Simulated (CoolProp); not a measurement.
Vapour-liquid equilibrium of carbon dioxide (1) + isobutane (2) at -32.05 °C; x and y are mole fractions of (1).

Model: multi-fluid Helmholtz-energy mixture model, Span 1996 and Bücker 2006; pair parameters Kunz 2012, in CoolProp.

**Question.** Give the bubble pressure and the first vapour's composition at x = 0.05, 0.25, 0.35. Is there an azeotrope?

**Answer.** x = 0.05: 1.523 bar, y = 0.725; x = 0.25: 5.661 bar, y = 0.932; x = 0.35: 7.234 bar, y = 0.949. No azeotrope shows between x = 0.05 and 0.95.

The pair parameters rest on a limited set of measurements; away from them the model extrapolates. With so large a gap from Raoult's law the liquid may split in two, which this calculation doesn't test in full.
